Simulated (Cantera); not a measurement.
Input: 1 mol n-butane, 1.1 mol CO2, at 56.0 bar.

Equilibrium computed with Cantera from the NASA thermochemical tables; the gas is ideal and each condensed phase is pure. Candidate condensed phases: C, C6H6, C7H8, C8H18, H2O; 110 gas species. The ideal-gas law is rough above about 30 bar. Rates play no part.

x: gas mole fraction; n: condensed amount in mol.

| T (K) | x H2O | x CH4 | x H2 | x CO | x CO2 | x C2H6 | x C2H4 | n C(graphite) |
|---|---|---|---|---|---|---|---|---|
| 600 | 0.476 | 0.449 | 0.00921 | 4.53e-5 | 0.0661 | 1.28e-5 | (withheld) | 3.24 |
| 650 | 0.458 | 0.451 | 0.0176 | 0.000182 | 0.0739 | 1.98e-5 | (withheld) | 3.19 |
| 700 | 0.440 | 0.448 | 0.0307 | 0.000598 | 0.0806 | 2.85e-5 | (withheld) | 3.16 |
| 750 | 0.421 | 0.441 | 0.0497 | 0.00166 | 0.0864 | 3.84e-5 | (withheld) | 3.14 |
| 800 | 0.401 | 0.429 | 0.0755 | 0.00405 | 0.0909 | 4.87e-5 | (withheld) | 3.14 |
| 850 | 0.378 | 0.410 | 0.108 | 0.00883 | 0.0940 | 5.86e-5 | (withheld) | 3.14 |
| 900 | 0.353 | 0.386 | 0.149 | 0.0174 | 0.0952 | 6.69e-5 | (withheld) | 3.14 |
| 950 | 0.323 | 0.357 | 0.195 | 0.0316 | 0.0938 | 7.26e-5 | (withheld) | 3.14 |
| 1000 | 0.288 | 0.323 | 0.246 | 0.0530 | 0.0892 | 7.50e-5 | (withheld) | 3.13 |
| 1050 | 0.250 | 0.287 | 0.299 | 0.0823 | 0.0810 | 7.39e-5 | (withheld) | 3.10 |
| 1100 | 0.209 | 0.250 | 0.353 | 0.119 | 0.0695 | 6.97e-5 | (withheld) | 3.04 |
| 1150 | 0.168 | 0.213 | 0.403 | 0.159 | 0.0559 | 6.30e-5 | (withheld) | 2.96 |

**Question.** Fill in the missing entries.

**Answer.** 
- 600, x C2H4: 1.02e-10
- 650, x C2H4: 7.29e-10
- 700, x C2H4: 3.90e-9
- 750, x C2H4: 1.65e-8
- 800, x C2H4: 5.76e-8
- 850, x C2H4: 1.70e-7
- 900, x C2H4: 4.36e-7
- 950, x C2H4: 9.87e-7
- 1000, x C2H4: 2.00e-6
- 1050, x C2H4: 3.69e-6
- 1100, x C2H4: 6.22e-6
- 1150, x C2H4: 9.71e-6
